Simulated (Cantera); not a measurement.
What does this Cantera script print?

```python
import numpy as np
import cantera as ct

gas_names = """
    H HNO HNO2 HNO3 HO2 H2 H2O H2O2 N NH NH2 NH3 NH2OH NO NO2 NO3 N2 N2H2 N2H4 N2O O OH O2 O3 Pb PbO Pb2
""".split()
cond_names = """
    H2O(s) H2O(L) Pb(cr) Pb(L) PbO(rd) PbO(yw) PbO(L) PbO2(s) Pb3O4(s)
""".split()


# ... load() reads the species with a 1 bar reference pressure and builds the phases ...
atoms = {
    'PbO': {'Pb': 1, 'O': 1},
    'H2': {'H': 2},
    'N2': {'N': 2},
}
top_T = {'Pb3O4(s)': 820}  # K; cautious upper limits of use, not melting points


# ... equilibrate(T, P, feed) seeds the gas with the atoms and calls Mixture.equilibrate('TP', solver="vcs", rtol=1e-11, max_steps=5000) ...
results = []
feed = {'PbO': 1, 'H2': 0.24, 'N2': 0.86}  # mol
P = 240  # Pa
for T in [500, 550, 600, 650, 700, 750, 800, 850]:
    mix = equilibrate(T, P, feed)
    results.append((T, P, feed, dict(zip(mix.species_names, mix.species_moles))))
    x = sorted(zip(gas.X, gas.species_names), reverse=True)
    print(f"T = {T:g} K  P = {P:g} Pa  gas = {mix.phase_moles(0):.4g} mol")
    print("   x: " + "  ".join(f"{s} {v:.3e}" for v, s in x if v > 0.0001))
    print("   condensed (mol): " + ("  ".join(f"{mix.phase(i).name} {mix.phase_moles(i):.4g}"
          for i in range(1, mix.n_phases) if mix.phase_moles(i) > 1e-12) or "none"))
```

Output:

```
T = 500 K  P = 240 Pa  gas = 1.1 mol
   x: N2 7.818e-01  H2O 2.182e-01
   condensed (mol): Pb(cr) 0.24  PbO(rd) 0.76
T = 550 K  P = 240 Pa  gas = 1.1 mol
   x: N2 7.818e-01  H2O 2.182e-01
   condensed (mol): Pb(cr) 0.24  PbO(rd) 0.76
T = 600 K  P = 240 Pa  gas = 1.1 mol
   x: N2 7.818e-01  H2O 2.182e-01
   condensed (mol): Pb(cr) 0.24  PbO(rd) 0.76
T = 650 K  P = 240 Pa  gas = 1.1 mol
   x: N2 7.818e-01  H2O 2.182e-01
   condensed (mol): Pb(L) 0.24  PbO(rd) 0.76
T = 700 K  P = 240 Pa  gas = 1.1 mol
   x: N2 7.818e-01  H2O 2.182e-01
   condensed (mol): Pb(L) 0.24  PbO(rd) 0.76
T = 750 K  P = 240 Pa  gas = 1.1 mol
   x: N2 7.818e-01  H2O 2.182e-01
   condensed (mol): Pb(L) 0.24  PbO(rd) 0.76
T = 800 K  P = 240 Pa  gas = 1.1 mol
   x: N2 7.818e-01  H2O 2.182e-01
   condensed (mol): Pb(L) 0.24  PbO(yw) 0.76
T = 850 K  P = 240 Pa  gas = 1.1 mol
   x: N2 7.817e-01  H2O 2.181e-01  Pb 1.326e-04
   condensed (mol): Pb(L) 0.2398  PbO(yw) 0.76
```

Method: chemical equilibrium by Gibbs-energy minimisation in Cantera with the NASA 1993 tables (ideal gas, pure condensed phases).
